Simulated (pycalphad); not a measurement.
An equivalent pycalphad script:

```python
from pycalphad import Database, equilibrium, calculate, variables as v
import numpy as np
db = Database('COST507.tdb')
comps = ['SI', 'CU', 'VA']
phases = ['BCC_A2', 'CU19SI6_ETA', 'CU33SI7_DELTA', 'CU4SI_EPSILON', 'CU56SI11_GAMMA', 'DIAMOND_A4', 'FCC_A1', 'HCP_A3', 'LIQUID']
eq = equilibrium(db, comps, phases, {v.X('CU'): 0.467, v.T: np.arange(2350, 499, -75), v.P: 101325, v.N: 1}, output=['HM', 'SM'])
```

CALPHAD calculation (pycalphad, COST 507 light-alloy database (1999)), 1 atm. The database dates from 1999; later assessments differ in places, in temperatures and in the compounds included. Amounts are mole fractions of atoms. Diffusion is slow at the low end, where real alloys seldom reach equilibrium.

Results at three of the temperatures:

```
T = 1450.00 K, P = 101325 Pa, N = 1 mol of atoms
G = -74954 J/mol, H = 54645 J/mol, S = 89.38 J/(mol K)  (SER reference)
chemical potentials (J/mol): Si -57232, Cu -95179
phase             fraction      x(Si)      x(Cu)
LIQUID              1.0000     0.5330     0.4670
```

```
T = 1000.00 K, P = 101325 Pa, N = 1 mol of atoms
G = -40873 J/mol, H = 19284 J/mol, S = 60.16 J/(mol K)  (SER reference)
chemical potentials (J/mol): Si -30382, Cu -52848
phase             fraction      x(Si)      x(Cu)
CU19SI6_ETA         0.6145     0.2400     0.7600
DIAMOND_A4          0.3855     1.0000       none
```

```
T = 775.00 K, P = 101325 Pa, N = 1 mol of atoms
G = -28080 J/mol, H = 13241 J/mol, S = 53.32 J/(mol K)  (SER reference)
chemical potentials (J/mol): Si -20446, Cu -36792
phase             fraction      x(Si)      x(Cu)
CU19SI6_ETA         0.6145     0.2400     0.7600
DIAMOND_A4          0.3855     1.0000       none
```

Changes of the phase set, refined by bisection:

| T (K) | phases above | phases below |
|---|---|---|
| 1368.7 | LIQUID | DIAMOND_A4 + LIQUID |
| 1073.6 | DIAMOND_A4 + LIQUID | CU19SI6_ETA + DIAMOND_A4 |

Database names, with the compositions (at.%) that they take in these runs: CU19SI6_ETA: Cu 76 Si 24. DIAMOND_A4 is diamond (Si). An entry "none" or "no" means that the model of the phase leaves that element out. The hcp model here describes the intermediate κ phase of Cu-Si.
